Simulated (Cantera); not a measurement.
Gas mixture: C2H6 = 0.33 (molar parts), at 88.0 Pa, frozen composition.

Cantera's kinetic-theory transport with the Lennard-Jones parameters of GRI-Mech 3.0, ideal gas; thermal conductivity in the mixture-averaged form. The composition is frozen, though it would react at the higher temperatures.

D: mixture-averaged diffusion coefficient of that species in the mixture.

| T (K) | ρ (kg/m³) | cp (J/kg/K) | μ (µPa s) | λ (mW/m/K) | Pr | D (cm²/s) H2 | D (cm²/s) O | D (cm²/s) C2H2 |
|---|---|---|---|---|---|---|---|---|
| 400 | 0.000796 | 2167 | (withheld) | 35.6 | 0.750 | 1090 | 441 | 230 |
| 600 | 0.000530 | 2972 | (withheld) | 69.0 | 0.751 | 2170 | 896 | 483 |
| 800 | 0.000398 | 3591 | (withheld) | 105 | 0.749 | 3520 | 1460 | 803 |
| 1000 | 0.000318 | 4080 | (withheld) | 140 | 0.751 | 5110 | 2140 | 1180 |
| 1200 | 0.000265 | 4449 | (withheld) | 174 | 0.750 | 6920 | 2900 | 1620 |
| 1400 | 0.000227 | 4736 | (withheld) | 206 | 0.749 | 8930 | 3750 | 2100 |
| 1600 | 0.000199 | 4957 | 35.7 | 236 | 0.748 | 11100 | 4680 | 2630 |
| 1800 | 0.000177 | 5127 | 38.6 | 265 | 0.746 | 13600 | 5700 | 3200 |
| 2000 | 0.000159 | 5257 | 41.4 | 292 | 0.744 | 16100 | 6790 | 3820 |

Question: Fill in the missing entries.

Answer: 
- 400, μ (µPa s): 12.3
- 600, μ (µPa s): 17.4
- 800, μ (µPa s): 21.8
- 1000, μ (µPa s): 25.7
- 1200, μ (µPa s): 29.3
- 1400, μ (µPa s): 32.6
